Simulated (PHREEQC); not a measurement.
PHREEQC input (ion-association model, wateq4f.dat):

```
SOLUTION_MASTER_SPECIES
  An  An-  0  An  62.0  # stands for a non-complexing anion
SOLUTION_SPECIES
  An- = An-
    -log_k 0
    -gamma 3.0 0
PHASES
  Fix_H+
    H+ = H+
    -log_k 0
SOLUTION 1
  temp 25
  units mmol/kgw
  pH 7 charge
  As(5) 0.025
  Na 100.05
  An 100
END
SELECTED_OUTPUT 1
  -reset false
  -pH true
  -pe true
  -ionic_strength true
  -water true
  -totals As Na As(3) As(5)
  -molalities Hfo_wOH Hfo_wOH2+ Hfo_wO- Hfo_sOH Hfo_sOH2+ Hfo_sO- Hfo_wH2AsO4 Hfo_wHAsO4- Hfo_wOHAsO4-3
USER_PUNCH 1
  -headings sigma psi
  10 PUNCH EDL("sigma", "Hfo"), EDL("psi", "Hfo")
PRINT
  -reset false
USE solution 1
SURFACE 1
  Hfo_wOH 0.000404494 600 0.18
  Hfo_sOH 1.01124e-05
EQUILIBRIUM_PHASES 1
  Fix_H+ -4 HAn 10
    -force_equality true
  O2(g) -0.68 10
END
# ... the last block is repeated for the other 16 points of pH, with NaOH or the acid as the point needs
```

Selected output (columns that matter, 17 of 17 rows; pH added in front):

```
pH	mu	As	Na	m_Hfo_wOH	m_Hfo_wOH2+	m_Hfo_wO-	m_Hfo_sOH	m_Hfo_sOH2+	m_Hfo_sO-	m_Hfo_wH2AsO4	m_Hfo_wHAsO4-	m_Hfo_wOHAsO4-3	sigma	psi
4	0.10033	6.048e-10	0.10005	4.2786e-05	0.00033658	1.246e-07	1.1401e-06	8.9689e-06	3.3202e-09	6.0239e-06	1.8797e-05	1.7825e-07	0.29135	0.14163
4.5	0.10023	4.6548e-10	0.10005	8.5331e-05	0.0002936	5.6815e-07	2.2738e-06	7.8234e-06	1.514e-08	2.9453e-06	2.1013e-05	1.0416e-06	0.24722	0.1333
5	0.10017	4.5495e-10	0.10005	0.00013592	0.00024183	1.75e-06	3.6218e-06	6.444e-06	4.6634e-08	1.4405e-06	1.9875e-05	3.6844e-06	0.19258	0.12066
5.5	0.10013	5.4169e-10	0.10005	0.00018128	0.00019434	3.8738e-06	4.8306e-06	5.1786e-06	1.0322e-07	7.0245e-07	1.6084e-05	8.2128e-06	0.13833	0.1041
6	0.1001	7.7644e-10	0.10005	0.00021577	0.00015693	6.7966e-06	5.7497e-06	4.1816e-06	1.8111e-07	3.4626e-07	1.1687e-05	1.2966e-05	0.092513	0.084492
6.5	0.10008	1.4614e-09	0.10005	0.00024004	0.00012924	1.0214e-05	6.3964e-06	3.4438e-06	2.7217e-07	1.7998e-07	8.2059e-06	1.6613e-05	0.057318	0.06264
7	0.10007	4.0932e-09	0.10005	0.00025661	0.00010905	1.3833e-05	6.8379e-06	2.9059e-06	3.686e-07	1.0142e-07	5.8584e-06	1.9036e-05	0.031084	0.03914
7.5	0.10006	1.7003e-08	0.10005	0.00026822	9.3703e-05	1.7588e-05	7.1469e-06	2.4968e-06	4.6866e-07	6.1065e-08	4.2907e-06	2.0631e-05	0.010684	0.014596
8	0.10005	8.7186e-08	0.10005	0.00027726	8.0424e-05	2.1897e-05	7.3865e-06	2.1426e-06	5.8336e-07	3.6861e-08	3.1194e-06	2.1757e-05	-0.0074182	-0.010204
8.5	0.10004	4.3737e-07	0.10005	0.0002853	6.665e-05	2.7978e-05	7.5938e-06	1.774e-06	7.4467e-07	1.9873e-08	2.0882e-06	2.2455e-05	-0.026581	-0.034221
9	0.10005	1.7156e-06	0.10007	0.00029198	5.0716e-05	3.851e-05	7.7455e-06	1.3453e-06	1.0216e-06	8.0534e-09	1.1381e-06	2.2138e-05	-0.049161	-0.056186
9.5	0.1001	4.5979e-06	0.10014	0.00029235	3.3777e-05	5.7966e-05	7.697e-06	8.8929e-07	1.5261e-06	2.1356e-09	4.5372e-07	1.9946e-05	-0.07605	-0.075289
10	0.10022	8.9958e-06	0.10027	0.00027806	1.9472e-05	9.096e-05	7.2378e-06	5.0687e-07	2.3677e-06	3.784e-10	1.3264e-07	1.5871e-05	-0.10819	-0.092005
10.5	0.10055	1.4504e-05	0.10061	0.00024423	9.7604e-06	0.00014	6.2685e-06	2.5051e-07	3.5934e-06	4.6379e-11	2.8488e-08	1.0468e-05	-0.14744	-0.10717
11	0.10151	2.0029e-05	0.10158	0.00019236	4.1763e-06	0.00020298	4.869e-06	1.0571e-07	5.1377e-06	3.5287e-12	3.9897e-09	4.967e-06	-0.19544	-0.12107
11.5	0.10442	2.3456e-05	0.1045	0.00013005	1.4272e-06	0.00027147	3.2637e-06	3.5818e-08	6.8128e-06	1.4161e-13	3.1675e-10	1.5431e-06	-0.25147	-0.13312
12	0.11357	2.46e-05	0.11368	6.9273e-05	3.2866e-07	0.00033449	1.7336e-06	8.2247e-09	8.3706e-06	2.963e-15	1.533e-11	3.9948e-07	-0.3071	-0.14116
```

Complexes and solids missing from the database can't appear.
